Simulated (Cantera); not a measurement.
Input (Python, Cantera):

```python
import numpy as np
import cantera as ct

gas = ct.Solution("gri30.yaml")
gas.TPX = 1350, 120000, {'N2O': 1}
inlet = ct.Reservoir(gas, clone=True)

reactor = ct.IdealGasConstPressureReactor(gas, energy="off", clone=False)
exhaust = ct.Reservoir(gas, clone=True)
tau = [0.88, 0.5, 0.29, 0.16, 0.093, 0.053, 0.03, 0.017, 0.0098, 0.0056][0]
for a, b in ((inlet, reactor), (reactor, exhaust)):
    ct.MassFlowController(a, b, mdot=lambda t: reactor.mass / tau)
net = ct.ReactorNet([reactor])
show = ['N2O', 'O2', 'NO', 'O', 'N2']

rows = []
print(f"{'tau/s':>10s}{'T/K':>9s}" + "".join(f"{s:>11s}" for s in show))
for tau in [0.88, 0.5, 0.29, 0.16, 0.093, 0.053, 0.03, 0.017, 0.0098, 0.0056]:
    net.initial_time = 0.0
    net.advance(30 * tau)
    before = gas.X
    net.advance(40 * tau)
    drift = np.max(np.abs(gas.X - before) / (gas.X + 1e-9))
    rows.append([gas.T, *gas[show].X, drift])
    print(f"{tau:10.3e}{gas.T:9.1f}" + "".join(f"{x:11.3e}" for x in gas[show].X))
```

It prints:

```
     tau/s      T/K        N2O         O2         NO          O         N2
 8.800e-01   1350.0  1.111e-01  2.667e-01  5.829e-02  5.437e-06  5.634e-01
 5.000e-01   1350.0  1.713e-01  2.445e-01  6.235e-02  6.632e-06  5.212e-01
 2.900e-01   1350.0  2.514e-01  2.175e-01  6.294e-02  7.866e-06  4.675e-01
 1.600e-01   1350.0  3.641e-01  1.820e-01  5.890e-02  9.212e-06  3.944e-01
 9.300e-02   1350.0  4.841e-01  1.460e-01  5.111e-02  1.034e-05  3.183e-01
 5.300e-02   1350.0  6.125e-01  1.086e-01  4.037e-02  1.133e-05  2.381e-01
 3.000e-02   1350.0  7.305e-01  7.507e-02  2.908e-02  1.209e-05  1.651e-01
 1.700e-02   1350.0  8.241e-01  4.877e-02  1.941e-02  1.261e-05  1.075e-01
 9.800e-03   1350.0  8.892e-01  3.064e-02  1.240e-02  1.294e-05  6.764e-02
 5.600e-03   1350.0  9.330e-01  1.848e-02  7.556e-03  1.315e-05  4.084e-02
```

Computed with Cantera and GRI-Mech 3.0 (53 species, 325 reactions). GRI-Mech 3.0 was tuned for natural gas; its chemistry of N2O as a main component is partial and can be far from experiment. The mechanism lacks the step 2 NO + O2 → 2 NO2, which can matter for NO2 below about 1400 K. The temperature is held fixed by assumption; the heat of reaction is taken as removed at once.
